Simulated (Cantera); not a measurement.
Standard-state values (1 bar) from the NASA 1993 polynomials, evaluated with Cantera. Values are per mole of reaction as written; species without (g) are pure solids or liquids, kept so even where they would boil at 1 bar.

Q: Between 300 and 1875 K, where is each reaction favourable under standard conditions?
- 3 Cu + 2 CF3(g) = 3 CuF2(g) + 2 C
- 2 CF2(g) + CuF2 = Cu + 2 CF3(g)

A: 
- 3 Cu + 2 CF3(g) = 3 CuF2(g) + 2 C: ΔG° is 85 kJ at 300 K and -153 kJ at 1875 K; it changes sign between 300 and 1275 K. ΔH° is 58 kJ and ΔS° 112 J/K at 1875 K.
- 2 CF2(g) + CuF2 = Cu + 2 CF3(g): ΔG° is -39 kJ at 300 K and 22 kJ at 1875 K; it changes sign between 1500 and 1575 K. ΔH° is -110 kJ and ΔS° -71 J/K at 1875 K.
